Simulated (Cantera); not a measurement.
An isothermal, constant-pressure homogeneous reactor starts with H2 : O2 : N2 = 1.1 : 1 : 1.6 (molar parts), at 1275 K and 0.133 bar.

Computed with Cantera and the H2/O2 subset of GRI-Mech 3.0, which has no nitrogen chemistry. The temperature is held fixed by assumption; the heat of reaction is taken as removed at once.

x: mole fraction; the columns are a selection and need not sum to one.

```
t (s)         x H2   x O2       x O       x H    x HO2
--------  --------  -----  --------  --------  -------
1.00e-6      0.297  0.270  1.11e-10   2.73e-9  2.80e-9
7.44e-6      0.297  0.270   4.09e-9   2.46e-8  2.10e-8
5.54e-5      0.297  0.270       ___       ___      ___
0.000412    0.0219  0.145    0.0202    0.0504  2.74e-5
0.00307   0.000477  0.143  0.000323  0.000109  9.20e-6
0.0228     1.01e-5  0.143   7.87e-6   4.03e-7  3.78e-7
0.170      7.67e-7  0.143   6.55e-7   9.53e-9  4.08e-8
1.26       1.56e-7  0.143   1.30e-7  8.92e-10  2.47e-8
9.41       1.41e-7  0.143   1.16e-7  7.62e-10  2.49e-8
70.0       1.41e-7  0.143   1.16e-7  7.62e-10  2.49e-8
```

Problem. Complete the blanks.

Solution. 
- 5.54e-5, x O: 1.94e-6
- 5.54e-5, x H: 8.88e-6
- 5.54e-5, x HO2: 2.89e-7
